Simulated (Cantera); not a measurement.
Transport properties of process gases

Gas mixture: CO2 = 0.98 (molar parts), at 1000000 Pa, frozen composition.

Cantera's kinetic-theory transport with the Lennard-Jones parameters of GRI-Mech 3.0, ideal gas; thermal conductivity in the mixture-averaged form.

```json
[
 {"T (K)": "400", "ρ (kg/m³)": "13.2", "cp (J/kg/K)": "937.9", "μ (µPa s)": "19.8", "λ (mW/m/K)": "25.3", "Pr": "0.731", "D (cm²/s) CH3": "0.0299", "D (cm²/s) C2H2": "0.0215", "D (cm²/s) N2": "0.0270"},
 {"T (K)": "500", "ρ (kg/m³)": "10.6", "cp (J/kg/K)": "1014", "μ (µPa s)": "24.0", "λ (mW/m/K)": "33.3", "Pr": "0.731", "D (cm²/s) CH3": "0.0448", "D (cm²/s) C2H2": "0.0324", "D (cm²/s) N2": "0.0401"},
 {"T (K)": "600", "ρ (kg/m³)": "8.82", "cp (J/kg/K)": "1076", "μ (µPa s)": "27.9", "λ (mW/m/K)": "41.0", "Pr": "0.731", "D (cm²/s) CH3": "0.0619", "D (cm²/s) C2H2": "0.0450", "D (cm²/s) N2": "0.0551"},
 {"T (K)": "700", "ρ (kg/m³)": "7.56", "cp (J/kg/K)": "1127", "μ (µPa s)": "31.5", "λ (mW/m/K)": "48.5", "Pr": "0.731", "D (cm²/s) CH3": "0.0810", "D (cm²/s) C2H2": "0.0592", "D (cm²/s) N2": "0.0719"},
 {"T (K)": "800", "ρ (kg/m³)": "6.62", "cp (J/kg/K)": "1169", "μ (µPa s)": "34.8", "λ (mW/m/K)": "55.7", "Pr": "0.731", "D (cm²/s) CH3": "0.102", "D (cm²/s) C2H2": "0.0749", "D (cm²/s) N2": "0.0903"},
 {"T (K)": "900", "ρ (kg/m³)": "5.88", "cp (J/kg/K)": "1204", "μ (µPa s)": "38.0", "λ (mW/m/K)": "62.6", "Pr": "0.731", "D (cm²/s) CH3": "0.125", "D (cm²/s) C2H2": "0.0919", "D (cm²/s) N2": "0.110"},
 {"T (K)": "1000", "ρ (kg/m³)": "5.29", "cp (J/kg/K)": "1234", "μ (µPa s)": "41.0", "λ (mW/m/K)": "69.2", "Pr": "0.731", "D (cm²/s) CH3": "0.150", "D (cm²/s) C2H2": "0.110", "D (cm²/s) N2": "0.132"}
]
```
D: mixture-averaged diffusion coefficient of that species in the mixture.
